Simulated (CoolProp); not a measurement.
R11 along the isotherm 500 K: Z from the reference equation and from simpler models built on Tc = 471.1 K, pc = 4408 kPa, ω = 0.189; each cubic takes its own stable root.

Computed with CoolProp (reference Helmholtz-energy equation of state, Jacobsen 1992).

```json
[
 {"p (kPa)": "2450", "phase": "gas", "reference": "0.8259", "van der Waals": "0.8359", "Redlich-Kwong": "0.8224", "Soave-Redlich-Kwong": "0.8275", "Peng-Robinson": "0.8090"},
 {"p (kPa)": "4900", "phase": "supercritical", "reference": "0.5718", "van der Waals": "0.5643", "Redlich-Kwong": "0.5691", "Soave-Redlich-Kwong": "0.5911", "Peng-Robinson": "0.5613"},
 {"p (kPa)": "7350", "phase": "supercritical", "reference": "0.3363", "van der Waals": "0.4018", "Redlich-Kwong": "0.3685", "Soave-Redlich-Kwong": "0.3886", "Peng-Robinson": "0.3588"},
 {"p (kPa)": "9790", "phase": "supercritical", "reference": "0.3742", "van der Waals": "0.4748", "Redlich-Kwong": "0.4096", "Soave-Redlich-Kwong": "0.4212", "Peng-Robinson": "0.3840"},
 {"p (kPa)": "12200", "phase": "supercritical", "reference": "0.4327", "van der Waals": "0.5552", "Redlich-Kwong": "0.4666", "Soave-Redlich-Kwong": "0.4760", "Peng-Robinson": "0.4319"},
 {"p (kPa)": "14700", "phase": "supercritical", "reference": "0.4963", "van der Waals": "0.6394", "Redlich-Kwong": "0.5284", "Soave-Redlich-Kwong": "0.5368", "Peng-Robinson": "0.4859"},
 {"p (kPa)": "17100", "phase": "supercritical", "reference": "0.5577", "van der Waals": "0.7198", "Redlich-Kwong": "0.5879", "Soave-Redlich-Kwong": "0.5957", "Peng-Robinson": "0.5384"},
 {"p (kPa)": "19600", "phase": "supercritical", "reference": "0.6212", "van der Waals": "0.8027", "Redlich-Kwong": "0.6494", "Soave-Redlich-Kwong": "0.6568", "Peng-Robinson": "0.5931"},
 {"p (kPa)": "22000", "phase": "supercritical", "reference": "0.6815", "van der Waals": "0.8815", "Redlich-Kwong": "0.7078", "Soave-Redlich-Kwong": "0.7150", "Peng-Robinson": "0.6453"}
]
```
